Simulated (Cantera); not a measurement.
Charge: 1 mol Cu₂O, 1.7 mol C, a varied amount of N₂, held at 11.3 Torr.

Method: chemical equilibrium by Gibbs-energy minimisation in Cantera with the NASA 1993 tables (ideal gas, pure condensed phases). Candidate condensed phases: C, Cu, CuO, Cu₂O; 27 gas species. Equilibrium is a limit: real reactors are often held back by kinetics, nucleation or transport.

Stable condensed phases, one row left out:

```
T in K \ n(N₂) in mol
         0.16 0.33 0.71  1.5  3.2  6.8   14
   2575     A    A    A    A    A    A    A
   2500     A    A    A    A    A    A    A
   2425     A    A    A    A    A    A    A
   2350     A    A    A    A    A    A    A
   2275     A    A    A    A    A    A    A
   2200     A    A    A    A    A    A    A
   2050     B    B    B    A    A    A    A
   1975     B    B    B    B    B    A    A
   1900     B    B    B    B    B    B    B
   1825     B    B    B    B    B    B    B
   1750     B    B    B    B    B    B    B
   1675     B    B    B    B    B    B    B
   1600     B    B    B    B    B    B    B
```

A: C; B: C + Cu.

**Question.** Give the row for 2125 K.

**Answer.** 0.16: C; 0.33: C; 0.71: C; 1.5: C; 3.2: C; 6.8: C; 14: C.
